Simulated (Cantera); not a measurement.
Standard-state values (1 bar) from the NASA 1993 polynomials, evaluated with Cantera. Values are per mole of reaction as written; species without (g) are pure solids or liquids, kept so even where they would boil at 1 bar. ZrN: taken at fixed stoichiometry.

NO2(g) + ZrO2(g) → ZrN + 2 O2(g)

```tsv
T (K)	ΔH° (kJ)	ΔS° (J/K)	ΔG° (kJ)	log10 K
300	-113.2	-64.6	-93.8	16.34
925	___	___	___	___
1075	-102.7	-46.9	-52.3	2.54
1225	-100.6	-45.1	-45.4	1.94
1375	-98.4	-43.4	-38.8	1.47
1525	-96.0	-41.7	-32.4	1.11
1675	___	___	___	___
1825	-90.8	-38.6	-20.3	0.58
1975	-87.9	-37.1	-14.7	0.39
2125	-84.8	-35.6	-9.2	0.23
2275	-81.5	-34.1	-4.0	0.09
2425	-78.1	-32.6	1.0	-0.02
```

Question: Some entries are withheld; supply them.

Answer: 
- 925, ΔH° (kJ): -104.7
- 925, ΔS° (J/K): -48.9
- 925, ΔG° (kJ): -59.5
- 925, log10 K: 3.36
- 1675, ΔH° (kJ): -93.5
- 1675, ΔS° (J/K): -40.1
- 1675, ΔG° (kJ): -26.2
- 1675, log10 K: 0.82
